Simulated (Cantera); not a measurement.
Abatement and gas-phase synthesis: SO₂ + H₂O + O₂

Input: 1 mol SO₂, 0.1 mol H₂O, 0.081 mol O₂, equilibrated at 100 bar.

Method: chemical equilibrium by Gibbs-energy minimisation in Cantera with the NASA 1993 tables (ideal gas, pure condensed phases). Candidate condensed phases: H₂O, H₂SO₄, S; 19 gas species. The ideal-gas law is rough above about 30 bar. The numbers say what is thermodynamically allowed, not how fast it happens.

From 1023 K to 1923 K nothing is condensed.

```csv
T (K),log p SO₂,log p SO₃,log p H₂O,log p O₂,log p H₂SO₄,log p OH
1023,1.88,1.16,0.94,-1.74,-0.38,-6.04
1098,1.88,1.16,0.95,-1.06,-0.68,-5.30
1173,1.88,1.14,0.95,-0.49,-0.95,-4.66
1248,1.89,1.11,0.95,-0.06,-1.22,-4.12
1323,1.89,1.04,0.95,0.25,-1.50,-3.66
1398,1.90,0.94,0.95,0.45,-1.77,-3.27
1473,1.91,0.83,0.94,0.57,-2.05,-2.93
1548,1.91,0.71,0.94,0.65,-2.31,-2.63
1623,1.92,0.59,0.94,0.70,-2.56,-2.36
1698,1.92,0.47,0.93,0.74,-2.79,-2.12
1773,1.92,0.37,0.93,0.76,-3.00,-1.91
1848,1.92,0.26,0.93,0.78,-3.20,-1.71
1923,1.92,0.17,0.93,0.79,-3.38,-1.53
```
log p: log10 of the partial pressure in bar; nothing condenses.
